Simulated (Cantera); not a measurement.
**Low-pressure radical oxidation in H2/O2**

An isothermal, constant-pressure homogeneous reactor starts with 19.7 % H2, 57.8 % O2, 22.5 % N2, equivalence ratio 0.17, at 1048 K and 2670 Pa.

Detailed kinetics in Cantera: GRI-Mech 3.0 (53 species, 325 reactions). Radical loss at walls, strong at low pressure, is not modelled. The temperature is held fixed by assumption; the heat of reaction is taken as removed at once.

```json
[
 {"t (s)": "3.00e-6", "x H2": "0.197", "x O2": "0.578", "x NO": "<1e-12", "x O": "<1e-12", "x H2O": "<1e-12", "x H2O2": "<1e-12"},
 {"t (s)": "8.42e-6", "x H2": "0.197", "x O2": "0.578", "x NO": "<1e-12", "x O": "3.14e-12", "x H2O": "<1e-12", "x H2O2": "<1e-12"},
 {"t (s)": "2.36e-5", "x H2": "0.197", "x O2": "0.578", "x NO": "<1e-12", "x O": "2.22e-11", "x H2O": "1.26e-11", "x H2O2": "<1e-12"},
 {"t (s)": "6.62e-5", "x H2": "0.197", "x O2": "0.578", "x NO": "<1e-12", "x O": "1.50e-10", "x H2O": "1.85e-10", "x H2O2": "<1e-12"},
 {"t (s)": "0.000186", "x H2": "0.197", "x O2": "0.578", "x NO": "<1e-12", "x O": "1.32e-9", "x H2O": "3.21e-9", "x H2O2": "<1e-12"},
 {"t (s)": "0.000521", "x H2": "0.197", "x O2": "0.578", "x NO": "<1e-12", "x O": "8.30e-8", "x H2O": "2.74e-7", "x H2O2": "9.66e-12"},
 {"t (s)": "0.00146", "x H2": "0.175", "x O2": "0.567", "x NO": "3.61e-10", "x O": "0.00441", "x H2O": "0.0157", "x H2O2": "1.27e-7"},
 {"t (s)": "0.00410", "x H2": "0.00634", "x O2": "0.516", "x NO": "5.92e-7", "x O": "0.0172", "x H2O": "0.192", "x H2O2": "7.55e-7"},
 {"t (s)": "0.0115", "x H2": "0.000713", "x O2": "0.530", "x NO": "6.82e-7", "x O": "0.00175", "x H2O": "0.216", "x H2O2": "8.28e-7"},
 {"t (s)": "0.0323", "x H2": "6.40e-5", "x O2": "0.532", "x NO": "6.81e-7", "x O": "0.000148", "x H2O": "0.218", "x H2O2": "4.29e-7"},
 {"t (s)": "0.0906", "x H2": "7.31e-6", "x O2": "0.532", "x NO": "6.78e-7", "x O": "1.99e-5", "x H2O": "0.218", "x H2O2": "1.66e-7"},
 {"t (s)": "0.254", "x H2": "1.16e-6", "x O2": "0.532", "x NO": "6.78e-7", "x O": "3.99e-6", "x H2O": "0.218", "x H2O2": "6.22e-8"},
 {"t (s)": "0.713", "x H2": "2.56e-7", "x O2": "0.532", "x NO": "6.79e-7", "x O": "1.03e-6", "x H2O": "0.218", "x H2O2": "2.37e-8"},
 {"t (s)": "2.00", "x H2": "7.00e-8", "x O2": "0.532", "x NO": "6.80e-7", "x O": "3.04e-7", "x H2O": "0.218", "x H2O2": "9.07e-9"}
]
```
x: mole fraction; the columns are a selection and need not sum to one.

Equilibrium at this temperature and pressure: H2 6.31e-10, O2 0.532, NO 4.67e-5, O 2.85e-9, H2O 0.218, H2O2 1.31e-10 (gas phase only).
